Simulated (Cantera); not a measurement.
# H₂O + H₂ + N₂ (abatement and gas-phase synthesis)

Charge: 1 mol H₂O, 2.1 mol H₂, 13 mol N₂, held at 2650 °C.

These are equilibrium values from Cantera (NASA tables, ideal gas, pure condensed phases), not measurements of a reactor. Candidate condensed phases: H₂O; 24 gas species. The ideal-gas law is rough above about 30 bar. Equilibrium is a limit: real reactors are often held back by kinetics, nucleation or transport.

From 10.0 Pa to 300 bar nothing is condensed.

| P (Pa) | x N₂ | x H | x H₂ | x H₂O | x O | x OH |
|---|---|---|---|---|---|---|
| 10 | 0.643 | 0.306 | 0.000609 | 1.00e-6 | 0.0488 | 0.000157 |
| 65 | 0.646 | 0.300 | 0.00381 | 3.93e-5 | 0.0472 | 0.000968 |
| 420 | 0.661 | 0.269 | 0.0198 | 0.00114 | 0.0405 | 0.00482 |
| 2700 | 0.705 | 0.183 | 0.0590 | 0.0122 | 0.0227 | 0.0118 |
| 17000 | 0.757 | 0.0920 | 0.0937 | 0.0357 | 0.00666 | 0.0110 |
| 110000 | 0.787 | 0.0398 | 0.113 | 0.0518 | 0.00123 | 0.00568 |
| 720000 | 0.799 | 0.0162 | 0.123 | 0.0583 | 0.000195 | 0.00240 |
| 4700000 | 0.804 | 0.00645 | 0.127 | 0.0606 | 3.01e-5 | 0.000960 |
| 30000000 | 0.806 | 0.00257 | 0.129 | 0.0615 | 4.72e-6 | 0.000383 |
x: gas mole fraction; nothing condenses.
